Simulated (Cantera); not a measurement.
What does this Cantera script print?

```python
import numpy as np
import cantera as ct

gas = ct.Solution("gri30.yaml")
gas.TPX = 1000, 870, {'H2': 0.13, 'O2': 1, 'N2': 0.51}
reactor = ct.IdealGasConstPressureReactor(gas, energy="off", clone=False)
net = ct.ReactorNet([reactor])
net.rtol, net.atol = 1e-08, 1e-18
show = ['H2', 'O2', 'H', 'H2O2', 'O', 'OH']
times = np.geomspace(6e-05, 100, 15)

steps = ct.SolutionArray(gas, extra=["t"])
rows = []
print(f"{'t/s':>10s}{'T/K':>9s}{'P/Pa':>11s}" + "".join(f"{s:>11s}" for s in show))
for t in times:
    while net.time < t:
        t_next = net.step()
        steps.append(gas.state, t=t_next)
    rows.append([np.interp(t, steps.t, y) for y in (steps.T, steps.P, *steps(*show).X.T)])
    print(f"{t:10.3e}{rows[-1][0]:9.1f}{rows[-1][1]:11.4g}" + "".join(f"{x:11.3e}" for x in rows[-1][2:]))
rate = np.gradient(steps.T, steps.t)
print("integrator steps:", len(steps.t))
if steps.T.max() > steps.T[0] + 200:
    print(f"time of steepest temperature rise: {steps.t[rate.argmax()]:.4e} s")
gas.TPX = 1000, 870, {'H2': 0.13, 'O2': 1, 'N2': 0.51}
gas.equilibrate("TP")
print(f"equilibrium (TP): T = {gas.T:.1f} K  " + "  ".join(f"{s} {gas[s].X[0]:.3e}" for s in show))
```

It prints:

```
       t/s      T/K       P/Pa         H2         O2          H       H2O2          O         OH
 6.000e-05   1000.0        870  7.927e-02  6.098e-01  1.709e-11  2.933e-16  1.574e-12  1.371e-12
 1.669e-04   1000.0        870  7.927e-02  6.098e-01  4.535e-11  2.264e-15  1.090e-11  7.813e-12
 4.645e-04   1000.0        870  7.927e-02  6.098e-01  1.430e-10  1.757e-14  7.479e-11  3.977e-11
 1.292e-03   1000.0        870  7.927e-02  6.098e-01  1.036e-09  1.376e-13  7.974e-10  3.523e-10
 3.596e-03   1000.0        870  7.927e-02  6.098e-01  1.278e-07  1.517e-12  1.043e-07  4.481e-08
 1.001e-02   1000.0        870  4.102e-02  5.894e-01  1.706e-02  1.612e-07  1.010e-02  3.021e-03
 2.784e-02   1000.0        870  1.863e-03  5.764e-01  1.397e-02  7.004e-08  1.782e-02  1.819e-03
 7.746e-02   1000.0        870  5.493e-04  5.889e-01  2.049e-03  8.696e-08  5.176e-03  9.406e-04
 2.155e-01   1000.0        870  7.151e-05  5.930e-01  9.076e-05  7.924e-08  6.775e-04  3.209e-04
 5.997e-01   1000.0        870  7.800e-06  5.935e-01  3.467e-06  4.551e-08  7.720e-05  1.078e-04
 1.669e+00   1000.0        870  1.088e-06  5.936e-01  2.043e-07  2.004e-08  1.166e-05  4.209e-05
 4.642e+00   1000.0        870  2.080e-07  5.936e-01  1.914e-08  8.275e-09  2.404e-06  1.914e-05
 1.292e+01   1000.0        870  5.063e-08  5.936e-01  2.483e-09  3.365e-09  6.166e-07  9.687e-06
 3.594e+01   1000.0        870  1.436e-08  5.936e-01  3.932e-10  1.341e-09  1.806e-07  5.238e-06
 1.000e+02   1000.0        870  4.470e-09  5.936e-01  7.020e-11  5.211e-10  5.730e-08  2.948e-06
integrator steps: 1836
equilibrium (TP): T = 1000.0 K  H2 1.010e-10  O2 5.936e-01  H 2.462e-13  H2O2 1.670e-11  O 1.307e-09  OH 4.448e-07
```

Cantera simulation using GRI-Mech 3.0 (53 species, 325 reactions); the numbers are that mechanism's predictions, not measurements. Radical loss at walls, strong at low pressure, is not modelled. The temperature is held fixed by assumption; the heat of reaction is taken as removed at once.
